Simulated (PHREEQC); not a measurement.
1 kg of water holding 3.9 mmol/kgw Na2CO3 and 130 mmol/kgw NaOH is evaporated at 25 °C; the solids stay in contact with the brine. No CO2 enters from the air. Only these solids could form: Nahcolite, Natron, Trona.

Base run: PHREEQC, Pitzer model, pitzer.dat. Each further column changes one thing. The table gives water activity.

```tsv
H2O removed (mol)	base	temperature from 25 to 75 °C	temperature from 25 to 5 °C
0	0.995	(withheld)	0.995
30.18	0.990	0.990	0.990
43.95	0.979	(withheld)	0.979
50.23	0.952	(withheld)	0.952
53.1	0.883	0.883	0.883
54.41	0.684	(withheld)	0.670
55.01	0.205	(withheld)	(withheld)
```

**Question.** Fill in the missing entries.

**Answer.** 
- 0, temperature from 25 to 75 °C: 0.996
- 43.95, temperature from 25 to 75 °C: 0.978
- 50.23, temperature from 25 to 75 °C: 0.951
- 54.41, temperature from 25 to 75 °C: 0.722
- 55.01, temperature from 25 to 75 °C: 0.485
- 55.01, temperature from 25 to 5 °C: 0.145

 Away from 25 °C the constants follow the database's enthalpies or fits; those with neither stay at their 25 °C values.
